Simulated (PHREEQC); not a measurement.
A solution holds 0.042 mol/kgw HF, 0.00071 mol/kgw (NH4)2SiF6 and 0.052 mol/kgw HBF4, at 50 °C. Closed to the air; pH follows from the charge balance.

All values are PHREEQC results (ion-association model, wateq4f.dat), not measurements.

Precipitation was switched off in this run.

Problem. Estimate the pH.

Solution. pH 1.35.

Problem. In which forms is F present?

Solution. BF4- 80 %, HF 16 %, SiF6-2 1.7 %, H2F2 1.3 %, BF3OH- 0.9 % of the F.

Constants without temperature data keep their 25 °C values here. SiF6-2 is the database's only silicon fluoride. Real BF4- forms and hydrolyses slowly; the run takes it at equilibrium.
